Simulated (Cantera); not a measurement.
A closed system holds: 1 mol SiCl₄, 1.5 mol H₂O, 40 mol N₂, at 827 °C and 1.00 bar.

Cantera equilibrium calculation (NASA polynomials, part measured and part estimated; ideal gas, pure solids and liquids). Candidate condensed phases: H₂O, NH₄Cl, Si, SiO₂, Si₂N₂O, Si₃N₄; 47 gas species. The numbers say what is thermodynamically allowed, not how fast it happens.

Base state: N₂ 0.925, HCl 0.0694, SiCl₄ 0.00578 (mole fractions); condensed: SiO₂(β-quartz).

Question: What changes in the equilibrium state with this change: H₂O from 1.5 to 1.1 mol?

Answer: 
| species | before | after |
|---|---|---|
| N₂ | 0.925 | 0.938 |
| HCl | 0.0694 | 0.0516 |
| SiCl₄ | 0.00578 | 0.0106 |
| SiO₂(β-quartz), mol | 0.750 | 0.550 |

Question: What changes in the equilibrium state with this change: SiCl₄ replaced by SiH₄?

Answer: 
```tsv
species	before	after
N₂	0.925	0.919
H₂	1.42e-6	0.0807
H₂O	2.67e-7	1.85e-5
HCl	0.0694	0
SiCl₄	0.00578	0
SiO₂(β-quartz), mol	0.750	0.666
Si₂N₂O(s), mol	0	0.167
```
N₂ is the only nitrogen source here; it is nearly inert below about 1500 K, so the nitride shown seldom forms there in practice. Mutual solubility and eutectic melting of coexisting phases are not modelled.
